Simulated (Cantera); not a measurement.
A counterflow diffusion flame at 760 Torr, nozzles 20 mm apart: fuel side 100 % H₂ at 325 K, oxidiser side 25.0 % O₂, 75.0 % N₂ at 700 K, fuel mass flux 0.35 times the oxidiser's; mixture-averaged transport, no radiation.

Detailed kinetics in Cantera: the H2/O2 subset of GRI-Mech 3.0, which has no nitrogen chemistry. The maximum strain rate includes the flame's own expansion and is several times the mean.

x: mole fraction; the columns are a selection and need not sum to one.

```json
[
 {"oxidiser flux (kg/m²/s)": "0.61", "max strain (1/s)": "733", "mean strain (1/s)": "202", "T max (K)": "2669", "peak x OH": "0.0312", "peak x H": "0.0240", "peak x H₂O": "0.302", "peak x HO₂": "4.12e-5"},
 {"oxidiser flux (kg/m²/s)": "0.89", "max strain (1/s)": "1050", "mean strain (1/s)": "294", "T max (K)": "2625", "peak x OH": "0.0314", "peak x H": "0.0262", "peak x H₂O": "0.299", "peak x HO₂": "5.30e-5"},
 {"oxidiser flux (kg/m²/s)": "1.3", "max strain (1/s)": "…", "mean strain (1/s)": "430", "T max (K)": "2568", "peak x OH": "0.0313", "peak x H": "…", "peak x H₂O": "0.296", "peak x HO₂": "…"},
 {"oxidiser flux (kg/m²/s)": "1.9", "max strain (1/s)": "2180", "mean strain (1/s)": "628", "T max (K)": "2497", "peak x OH": "0.0309", "peak x H": "0.0321", "peak x H₂O": "0.293", "peak x HO₂": "8.09e-5"},
 {"oxidiser flux (kg/m²/s)": "2.7", "max strain (1/s)": "3060", "mean strain (1/s)": "892", "T max (K)": "2434", "peak x OH": "0.0308", "peak x H": "0.0359", "peak x H₂O": "0.290", "peak x HO₂": "9.61e-5"},
 {"oxidiser flux (kg/m²/s)": "4", "max strain (1/s)": "4520", "mean strain (1/s)": "1320", "T max (K)": "2350", "peak x OH": "0.0299", "peak x H": "0.0405", "peak x H₂O": "0.286", "peak x HO₂": "0.000115"},
 {"oxidiser flux (kg/m²/s)": "5.8", "max strain (1/s)": "…", "mean strain (1/s)": "1920", "T max (K)": "2262", "peak x OH": "0.0286", "peak x H": "…", "peak x H₂O": "0.283", "peak x HO₂": "…"},
 {"oxidiser flux (kg/m²/s)": "8.5", "max strain (1/s)": "9450", "mean strain (1/s)": "2810", "T max (K)": "2175", "peak x OH": "0.0273", "peak x H": "0.0497", "peak x H₂O": "0.279", "peak x HO₂": "0.000149"},
 {"oxidiser flux (kg/m²/s)": "12", "max strain (1/s)": "13400", "mean strain (1/s)": "3970", "T max (K)": "2102", "peak x OH": "0.0260", "peak x H": "0.0546", "peak x H₂O": "0.275", "peak x HO₂": "0.000165"}
]
```

Task: Complete the blanks.

Result: 
- 1.3, max strain (1/s): 1510
- 1.3, peak x H: 0.0290
- 1.3, peak x HO₂: 6.61e-5
- 5.8, max strain (1/s): 6520
- 5.8, peak x H: 0.0449
- 5.8, peak x HO₂: 0.000131
